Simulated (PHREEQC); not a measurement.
Solution (70 °C): 0.019 mol/kgw K2CO3, 0.0029 mol/kgw Fe(NO3)3 and 0.026 mol/kgw KH2PO4. Closed to the air; pH follows from the charge balance.

Model: ion-association model, wateq4f.dat, run in PHREEQC.

```json
[
 {"quantity": "pH", "before": "6.85", "after": "5.66"},
 {"quantity": "ionic strength (mol/kgw)", "before": "0.0776", "after": "0.0774"},
 {"quantity": "HCO3- (mol/kgw)", "before": "0.0155", "after": "0.00428"},
 {"quantity": "HPO4-2 (mol/kgw)", "before": "0.0136", "after": "0.00179"},
 {"quantity": "H2PO4- (mol/kgw)", "before": "0.0118", "after": "0.0241"},
 {"quantity": "SI of Strengite (FePO4:2H2O)", "before": "+6.13", "after": "+7.74"},
 {"quantity": "SI of Goethite (FeOOH)", "before": "+9.93", "after": "+10.04"}
]
```

### Question
Name the change that produced these shifts.
(A) 0.0014 mol/kgw NaCl added
(B) Fe(NO3)3 from 0.0029 to 0.0145 mol/kgw
(C) temperature from 70 to 85 °C
(D) K2CO3 replaced by KHCO3 at the same molality
(E) K2CO3 from 0.019 to 0.0285 mol/kgw

### Answer
B, Fe(NO3)3 from 0.0029 to 0.0145 mol/kgw

Precipitation was switched off in this run. Some of these states are supersaturated (in Strengite, Hematite (slow to form), for instance). H3PO4, which wateq4f.dat lacks, is added to it with the constant of phreeqc.dat. At this temperature some constants are extrapolated from 25 °C, and those without enthalpy data are left unchanged.
